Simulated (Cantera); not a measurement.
Input (Python, Cantera) and output of one run.

```python
import numpy as np
import cantera as ct

gas_names = """
    C CN CO CO2 C2 CCN CNC C2N2 C2O C3 C3O2 C4 C4N2 C5 Cu CuO Cu2 N NCO NO NO2 NO3 N2 N2O O O2 O3
""".split()
cond_names = """
    C(gr) Cu(cr) Cu(L) CuO(s) Cu2O(s) Cu2O(L)
""".split()


# ... load() reads the species with a 1 bar reference pressure and builds the phases ...
atoms = {
    'Cu2O': {'Cu': 2, 'O': 1},
    'C': {'C': 1},
    'N2': {'N': 2},
}
top_T = {'C(gr)': 4500, 'CuO(s)': 1390}  # K; cautious upper limits of use, not melting points


# ... equilibrate(T, P, feed) seeds the gas with the atoms and calls Mixture.equilibrate('TP', solver="vcs", rtol=1e-11, max_steps=5000) ...
results = []
feed = {'Cu2O': 1, 'C': 3.7, 'N2': 18}  # mol
P = 4400  # Pa
for T in [1150, 1225, 1300, 1375, 1450, 1525, 1600, 1675, 1750, 1825, 1900, 1975]:
    mix = equilibrate(T, P, feed)
    results.append((T, P, feed, dict(zip(mix.species_names, mix.species_moles))))
    x = sorted(zip(gas.X, gas.species_names), reverse=True)
    print(f"T = {T:g} K  P = {P:g} Pa  gas = {mix.phase_moles(0):.4g} mol")
    print("   x: " + "  ".join(f"{s} {v:.3e}" for v, s in x if v > 0.001))
    print("   condensed (mol): " + ("  ".join(f"{mix.phase(i).name} {mix.phase_moles(i):.4g}"
          for i in range(1, mix.n_phases) if mix.phase_moles(i) > 1e-12) or "none"))
```

It prints:

```
T = 1150 K  P = 4400 Pa  gas = 19 mol
   x: N2 9.474e-01  CO 5.262e-02
   condensed (mol): C(gr) 2.7  Cu(cr) 2
T = 1225 K  P = 4400 Pa  gas = 19 mol
   x: N2 9.474e-01  CO 5.263e-02
   condensed (mol): C(gr) 2.7  Cu(cr) 2
T = 1300 K  P = 4400 Pa  gas = 19 mol
   x: N2 9.474e-01  CO 5.263e-02
   condensed (mol): C(gr) 2.7  Cu(cr) 2
T = 1375 K  P = 4400 Pa  gas = 19 mol
   x: N2 9.474e-01  CO 5.263e-02
   condensed (mol): C(gr) 2.7  Cu(L) 2
T = 1450 K  P = 4400 Pa  gas = 19 mol
   x: N2 9.473e-01  CO 5.263e-02
   condensed (mol): C(gr) 2.7  Cu(L) 1.999
T = 1525 K  P = 4400 Pa  gas = 19.01 mol
   x: N2 9.471e-01  CO 5.262e-02
   condensed (mol): C(gr) 2.7  Cu(L) 1.995
T = 1600 K  P = 4400 Pa  gas = 19.02 mol
   x: N2 9.465e-01  CO 5.258e-02
   condensed (mol): C(gr) 2.7  Cu(L) 1.983
T = 1675 K  P = 4400 Pa  gas = 19.05 mol
   x: N2 9.449e-01  CO 5.249e-02  Cu 2.595e-03
   condensed (mol): C(gr) 2.7  Cu(L) 1.95
T = 1750 K  P = 4400 Pa  gas = 19.13 mol
   x: N2 9.409e-01  CO 5.227e-02  Cu 6.787e-03
   condensed (mol): C(gr) 2.7  Cu(L) 1.87
T = 1825 K  P = 4400 Pa  gas = 19.32 mol
   x: N2 9.318e-01  CO 5.177e-02  Cu 1.636e-02
   condensed (mol): C(gr) 2.7  Cu(L) 1.683
T = 1900 K  P = 4400 Pa  gas = 19.73 mol
   x: N2 9.125e-01  CO 5.069e-02  Cu 3.672e-02
   condensed (mol): C(gr) 2.7  Cu(L) 1.271
T = 1975 K  P = 4400 Pa  gas = 20.6 mol
   x: N2 8.738e-01  Cu 7.733e-02  CO 4.855e-02
   condensed (mol): C(gr) 2.7  Cu(L) 0.3949
```

Method: chemical equilibrium by Gibbs-energy minimisation in Cantera with the NASA 1993 tables (ideal gas, pure condensed phases).
